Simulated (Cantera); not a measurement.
**Low-pressure radical oxidation in H2/O2**

An isothermal, constant-pressure homogeneous reactor starts with H₂ : O₂ = 0.032 : 1 (molar parts), equivalence ratio 0.016, at 998 K and 0.0267 bar.

Cantera simulation using GRI-Mech 3.0 (53 species, 325 reactions); the numbers are that mechanism's predictions, not measurements. Radical loss at walls, strong at low pressure, is not modelled.

```csv
t (s),x H₂,x O₂,x OH,x H₂O,x H₂O₂,x HO₂
7.00e-5,0.0310,0.969,1.23e-11,4.13e-12,<1e-12,3.91e-11
0.000219,0.0310,0.969,7.19e-11,7.94e-11,<1e-12,1.24e-10
0.000684,0.0310,0.969,8.33e-10,2.09e-9,<1e-12,4.40e-10
0.00214,0.0310,0.969,4.58e-7,1.37e-6,6.31e-12,3.89e-8
0.00669,0.00168,0.956,0.00153,0.0267,3.16e-7,1.16e-5
0.0209,9.93e-5,0.966,0.000367,0.0311,1.22e-7,5.23e-6
0.0654,1.14e-5,0.968,0.000121,0.0314,8.52e-8,1.76e-6
0.205,1.21e-6,0.968,4.21e-5,0.0315,4.52e-8,4.16e-7
0.640,1.36e-7,0.968,1.61e-5,0.0315,1.77e-8,8.41e-8
2.00,2.00e-8,0.969,6.98e-6,0.0315,5.98e-9,1.83e-8
```
x: mole fraction; the columns are a selection and need not sum to one.

Equilibrium at this temperature and pressure: H₂ 1.62e-11, O₂ 0.969, OH 2.26e-7, H₂O 0.0315, H₂O₂ 1.39e-11, HO₂ 6.44e-10 (gas phase only).
